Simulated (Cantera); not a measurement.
Feed: 1 mol AlCl3, 28 mol N2, at 600 °C and 5.10 mbar.

Cantera equilibrium calculation (NASA polynomials, part measured and part estimated; ideal gas, pure solids and liquids). Candidate condensed phases: Al, AlCl3, AlN; 11 gas species. The numbers say what is thermodynamically allowed, not how fast it happens.

Base state: N2 0.966, AlCl3 0.0345 (mole fractions); condensed: gas only.

**Question.** What changes in the equilibrium state with this change: 0.048 mol NH3 added?

**Answer.** 
| species | before | after |
|---|---|---|
| N2 | 0.966 | 0.963 |
| AlCl3 | 0.0345 | 0.0331 |
| HCl | 0 | 0.00380 |
| H2 | 0 | 0.000576 |
| AlN(s), mol | 0 | 0.0368 |
Further candidate phases: NH4Cl.
